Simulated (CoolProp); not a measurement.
Properties of isobutane along the isobar 60.3 bar.

The numbers come from the reference Helmholtz-energy equation of state, Bücker 2006 in CoolProp.

```
T (K)          phase       Z  cp (kJ/(kg K))  speed of sound (m/s)  Joule-Thomson coefficient (K/MPa)  viscosity (µPa s)  Prandtl number
-----  -------------  ------  --------------  --------------------  ---------------------------------  -----------------  --------------
188.1         liquid  0.3328           1.918                  1494                            -0.5701                723            10.2
210.6         liquid  0.3070           1.993                  1362                            -0.5303                487             ___
233.1         liquid  0.2870           2.076                  1236                            -0.4850                350            6.15
255.7         liquid  0.2715           2.169                  1113                            -0.4316                262            5.22
278.2         liquid  0.2596           2.273                 994.3                            -0.3677                203            4.60
300.7         liquid  0.2509           2.389                 878.8                            -0.2878                ___            4.17
323.3         liquid  0.2451           2.523                 764.7                            -0.1816                130            3.85
345.8         liquid  0.2427           2.680                 651.9                           -0.03071                106            3.60
368.3         liquid  0.2443           2.877                 538.2                             0.2082               85.6            3.38
390.8         liquid  0.2522           3.158                 421.3                             0.6511               67.7            3.15
413.4  supercritical  0.2742           3.688                 298.4                              1.728               50.4            2.94
435.9  supercritical  0.3475           5.070                 186.5                              5.344               32.0            2.73
458.4  supercritical  0.5110           4.193                 173.1                              7.737                ___            1.66
481    supercritical  0.6278           3.439                 194.7                              6.529               18.5            1.23
503.5  supercritical  0.7045           3.198                 214.3                              5.364               17.6            1.07
526    supercritical  0.7599           3.115                 230.9                              4.486               17.4           0.979
```

### Question
Some entries are withheld; supply them.

### Answer

- 210.6, Prandtl number: 7.63
- 300.7, viscosity (µPa s): 161
- 458.4, viscosity (µPa s): 21.1

The peak of cp marks the crossing from liquid-like to gas-like fluid above the critical point.

Viscosity comes from a separate model (Vogel 2000). Thermal conductivity comes from a separate model (Perkins 2002).
